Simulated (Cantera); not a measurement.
Cantera run, input and output.

```python
import numpy as np
import cantera as ct

gas = ct.Solution("gri30.yaml")
gas.TPX = 1100, 24000, {'CO': 0.0031, 'O2': 0.017, 'H2O': 0.011, 'N2': 1}
reactor = ct.IdealGasConstPressureReactor(gas, energy="off", clone=False)
net = ct.ReactorNet([reactor])
net.rtol, net.atol = 1e-08, 1e-18
show = ['CO', 'O2', 'H2O', 'NO', 'H2', 'O', 'CO2']
times = np.geomspace(0.0002, 5, 14)

steps = ct.SolutionArray(gas, extra=["t"])
rows = []
print(f"{'t/s':>10s}{'T/K':>9s}{'P/Pa':>11s}" + "".join(f"{s:>11s}" for s in show))
for t in times:
    while net.time < t:
        t_next = net.step()
        steps.append(gas.state, t=t_next)
    rows.append([np.interp(t, steps.t, y) for y in (steps.T, steps.P, *steps(*show).X.T)])
    print(f"{t:10.3e}{rows[-1][0]:9.1f}{rows[-1][1]:11.4g}" + "".join(f"{x:11.3e}" for x in rows[-1][2:]))
rate = np.gradient(steps.T, steps.t)
print("integrator steps:", len(steps.t))
if steps.T.max() > steps.T[0] + 200:
    print(f"time of steepest temperature rise: {steps.t[rate.argmax()]:.4e} s")
gas.TPX = 1100, 24000, {'CO': 0.0031, 'O2': 0.017, 'H2O': 0.011, 'N2': 1}
gas.equilibrate("TP")
print(f"equilibrium (TP): T = {gas.T:.1f} K  " + "  ".join(f"{s} {gas[s].X[0]:.3e}" for s in show))
```

It prints:

```
       t/s      T/K       P/Pa         CO         O2        H2O         NO         H2          O        CO2
 2.000e-04   1100.0    2.4e+04  3.006e-03  1.649e-02  1.067e-02  9.088e-22  1.497e-15  2.031e-11  2.088e-11
 4.358e-04   1100.0    2.4e+04  3.006e-03  1.649e-02  1.067e-02  4.676e-21  2.073e-14  4.350e-11  4.639e-11
 9.498e-04   1100.0    2.4e+04  3.006e-03  1.649e-02  1.067e-02  2.304e-20  2.686e-13  9.402e-11  1.089e-10
 2.070e-03   1100.0    2.4e+04  3.006e-03  1.649e-02  1.067e-02  1.160e-19  3.130e-12  2.284e-10  3.092e-10
 4.511e-03   1100.0    2.4e+04  3.006e-03  1.649e-02  1.067e-02  7.721e-19  3.858e-11  9.122e-10  1.502e-09
 9.830e-03   1100.0    2.4e+04  3.006e-03  1.649e-02  1.067e-02  1.649e-17  9.898e-10  1.446e-08  2.652e-08
 2.142e-02   1100.0    2.4e+04  2.996e-03  1.648e-02  1.067e-02  2.721e-13  4.417e-07  5.104e-06  1.005e-05
 4.668e-02   1100.0    2.4e+04  1.438e-03  1.568e-02  1.055e-02  9.513e-09  6.000e-05  1.224e-04  1.570e-03
 1.017e-01   1100.0    2.4e+04  3.035e-04  1.514e-02  1.065e-02  1.692e-08  1.469e-05  2.728e-05  2.707e-03
 2.217e-01   1100.0    2.4e+04  6.325e-05  1.503e-02  1.067e-02  1.767e-08  2.838e-06  5.539e-06  2.948e-03
 4.831e-01   1100.0    2.4e+04  1.260e-05  1.501e-02  1.068e-02  1.783e-08  5.597e-07  1.154e-06  2.998e-03
 1.053e+00   1100.0    2.4e+04  2.343e-06  1.501e-02  1.068e-02  1.792e-08  1.159e-07  2.517e-07  3.009e-03
 2.294e+00   1100.0    2.4e+04  3.943e-07  1.501e-02  1.068e-02  1.805e-08  2.581e-08  6.011e-08  3.011e-03
 5.000e+00   1100.0    2.4e+04  5.528e-08  1.501e-02  1.068e-02  1.816e-08  6.500e-09  1.652e-08  3.011e-03
integrator steps: 1303
equilibrium (TP): T = 1100.0 K  CO 6.748e-11  O2 1.499e-02  H2O 1.068e-02  NO 2.536e-05  H2 2.363e-10  O 6.278e-10  CO2 3.011e-03
```

Detailed kinetics in Cantera: GRI-Mech 3.0 (53 species, 325 reactions).
